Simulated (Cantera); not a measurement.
Equilibrium for carbothermic reduction: Cu2O + CO

A closed system holds: 1 mol Cu2O, 1.2 mol CO, equilibrated at 82.0 mbar.

These are equilibrium values from Cantera (NASA tables, ideal gas, pure condensed phases), not measurements of a reactor. Candidate condensed phases: C, Cu, CuO, Cu2O; 15 gas species. Equilibrium is a limit: real reactors are often held back by kinetics, nucleation or transport.

From 875 K to 1275 K the condensed part is Cu(s). From 1375 K to 2075 K the condensed part is Cu(l).

```json
[
 {"T (K)": "875", "x CO2": "0.833", "x CO": "0.167", "x Cu": "<1e-12", "x O2": "<1e-12", "x Cu2": "<1e-12", "x O": "<1e-12", "n Cu(s)": "2.00", "n Cu(l)": "0"},
 {"T (K)": "975", "x CO2": "0.833", "x CO": "0.167", "x Cu": "6.80e-11", "x O2": "<1e-12", "x Cu2": "<1e-12", "x O": "<1e-12", "n Cu(s)": "2.00", "n Cu(l)": "0"},
 {"T (K)": "1075", "x CO2": "0.833", "x CO": "0.167", "x Cu": "3.12e-9", "x O2": "<1e-12", "x Cu2": "<1e-12", "x O": "<1e-12", "n Cu(s)": "2.00", "n Cu(l)": "0"},
 {"T (K)": "1175", "x CO2": "0.833", "x CO": "0.167", "x Cu": "7.38e-8", "x O2": "<1e-12", "x Cu2": "1.56e-12", "x O": "<1e-12", "n Cu(s)": "2.00", "n Cu(l)": "0"},
 {"T (K)": "1275", "x CO2": "0.833", "x CO": "0.167", "x Cu": "1.06e-6", "x O2": "2.57e-12", "x Cu2": "6.76e-11", "x O": "<1e-12", "n Cu(s)": "2.00", "n Cu(l)": "0"},
 {"T (K)": "1375", "x CO2": "0.833", "x CO": "0.167", "x Cu": "1.00e-5", "x O2": "1.22e-10", "x Cu2": "1.62e-9", "x O": "2.45e-11", "n Cu(s)": "0", "n Cu(l)": "2.00"},
 {"T (K)": "1475", "x CO2": "0.833", "x CO": "0.167", "x Cu": "6.54e-5", "x O2": "3.41e-9", "x Cu2": "2.17e-8", "x O": "5.85e-10", "n Cu(s)": "0", "n Cu(l)": "2.00"},
 {"T (K)": "1575", "x CO2": "0.833", "x CO": "0.167", "x Cu": "0.000333", "x O2": "6.21e-8", "x Cu2": "2.07e-7", "x O": "9.32e-9", "n Cu(s)": "0", "n Cu(l)": "2.00"},
 {"T (K)": "1675", "x CO2": "0.832", "x CO": "0.166", "x Cu": "0.00139", "x O2": "7.97e-7", "x Cu2": "1.49e-6", "x O": "1.06e-7", "n Cu(s)": "0", "n Cu(l)": "2.00"},
 {"T (K)": "1775", "x CO2": "0.829", "x CO": "0.166", "x Cu": "0.00493", "x O2": "7.63e-6", "x Cu2": "8.46e-6", "x O": "9.24e-7", "n Cu(s)": "0", "n Cu(l)": "1.99"},
 {"T (K)": "1875", "x CO2": "0.820", "x CO": "0.164", "x Cu": "0.0152", "x O2": "5.72e-5", "x Cu2": "3.96e-5", "x O": "6.35e-6", "n Cu(s)": "0", "n Cu(l)": "1.98"},
 {"T (K)": "1975", "x CO2": "0.798", "x CO": "0.160", "x Cu": "0.0415", "x O2": "0.000345", "x Cu2": "0.000157", "x O": "3.58e-5", "n Cu(s)": "0", "n Cu(l)": "1.95"},
 {"T (K)": "2075", "x CO2": "0.742", "x CO": "0.153", "x Cu": "0.103", "x O2": "0.00168", "x Cu2": "0.000542", "x O": "0.000167", "n Cu(s)": "0", "n Cu(l)": "1.86"}
]
```
x: gas mole fraction; n: condensed amount in mol.
